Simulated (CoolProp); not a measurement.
Vapour-liquid equilibrium of ethanol (1) + toluene (2) at 174.15 °C; x and y are mole fractions of (1).

Computed with CoolProp (multi-fluid Helmholtz-energy mixture model, Schroeder 2014 and Lemmon 2006; pair parameters Bell 2016).

**Question.** Give the bubble pressure and the first vapour's composition at x = 0.05, 0.725, 0.875. Is there an azeotrope?

**Answer.** x = 0.05: 654.5 kPa, y = 0.295; x = 0.725: 1573 kPa, y = 0.827; x = 0.875: 1674 kPa, y = 0.911. No azeotrope shows between x = 0.05 and 0.95.

Pair parameters are fitted to limited data, so mixtures are less certain than the pure fluids.
